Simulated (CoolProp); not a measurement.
Vapour-liquid equilibrium of cyclopentane (1) + octamethylcyclotetrasiloxane (D4) (2) at 449.9 K; x and y are mole fractions of (1).

Values from CoolProp's multi-fluid Helmholtz-energy mixture model, Gedanitz 2015 and Thol 2015; pair parameters Bell 2016.

Q: Give the bubble pressure and the first vapour's composition at x = 0.15, 0.75, 0.95. Is there an azeotrope?

A: x = 0.15: 0.2454 MPa, y = 0.608; x = 0.75: 1.207 MPa, y = 0.969; x = 0.95: 1.718 MPa, y = 0.996. No azeotrope shows between x = 0.05 and 0.95.

The pair parameters rest on a limited set of measurements; away from them the model extrapolates.
